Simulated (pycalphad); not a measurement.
CALPHAD calculation (pycalphad, COST 507 light-alloy database (1999)), 1 atm. The database dates from 1999; later assessments differ in places, in temperatures and in the compounds included. Phase fractions are per mole of atoms.

Task: Give the equilibrium state of Zr-73.7Si (wt.%) at 1300 K.

Result: diamond (Si), fraction 0.703, with 100 Si wt.%; SI2ZR, fraction 0.297, with 38.1 Si wt.%.

Task: Give the equilibrium state of Zr-73.7Si (wt.%) at 1700 K.

Result: liquid, fraction 0.968, with 75.4 Si wt.%; SI2ZR, fraction 0.032, with 38.1 Si wt.%.

Database names, with the compositions (at.%) that they take in these runs: SI2ZR: Si 67 Zr 33.
